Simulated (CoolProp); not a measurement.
CH2F2 (R32) along the isotherm 435 K: Z from the reference equation and from simpler models built on Tc = 351.3 K, pc = 57.83 bar, ω = 0.277; each cubic takes its own stable root.

Model: reference Helmholtz-energy equation of state, Tillner-Roth 1997, in CoolProp.

| p (bar) | phase | reference | van der Waals | Redlich-Kwong | Soave-Redlich-Kwong |
|---|---|---|---|---|---|
| 1.83 | gas | 0.9944 | 0.9945 | 0.9943 | 0.9951 |
| 2.85 | gas | 0.9912 | 0.9914 | 0.9911 | 0.9924 |
| 4.43 | gas | 0.9863 | 0.9865 | 0.9861 | 0.9881 |
| 6.9 | gas | 0.9787 | 0.9789 | 0.9783 | 0.9815 |
| 10.7 | gas | 0.9669 | 0.9671 | 0.9662 | 0.9712 |
| 16.7 | gas | 0.9481 | 0.9479 | 0.9470 | 0.9550 |
| 26.1 | gas | 0.9183 | 0.9169 | 0.9164 | 0.9296 |
| 40.6 | gas | 0.8718 | 0.8661 | 0.8683 | 0.8903 |
| 63.2 | supercritical | 0.7983 | 0.7791 | 0.7916 | 0.8304 |
| 98.4 | supercritical | 0.6874 | 0.6329 | 0.6784 | 0.7480 |
| 153 | supercritical | 0.5721 | 0.5923 | 0.6021 | 0.6866 |
| 239 | supercritical | 0.5840 | 0.7455 | 0.6754 | 0.7389 |
| 371 | supercritical | 0.7266 | 1.017 | 0.8615 | 0.9107 |
| 578 | supercritical | 0.9789 | 1.438 | 1.163 | 1.204 |
